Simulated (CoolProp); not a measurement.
R11 along the isotherm 226.85 °C: Z from the reference equation and from simpler models built on Tc = 198.0 °C, pc = 4.408 MPa, ω = 0.189; each cubic takes its own stable root.

Values from CoolProp's reference Helmholtz-energy equation of state, Jacobsen 1992.

```tsv
p (MPa)	phase	reference	van der Waals	Redlich-Kwong
1.57	gas	0.8941	0.9007	0.8911
3.15	gas	0.7651	0.7770	0.7620
4.72	supercritical	0.5956	0.5948	0.5933
6.3	supercritical	0.3751	0.3866	0.3856
7.87	supercritical	0.3388	0.4154	0.3734
9.44	supercritical	0.3664	0.4635	0.4020
11	supercritical	0.4029	0.5149	0.4376
12.6	supercritical	0.4428	0.5687	0.4764
14.2	supercritical	0.4836	0.6226	0.5160
15.7	supercritical	0.5219	0.6730	0.5532
17.3	supercritical	0.5628	0.7264	0.5929
18.9	supercritical	0.6035	0.7795	0.6323
20.5	supercritical	0.6439	0.8323	0.6714
22	supercritical	0.6815	0.8815	0.7078
```
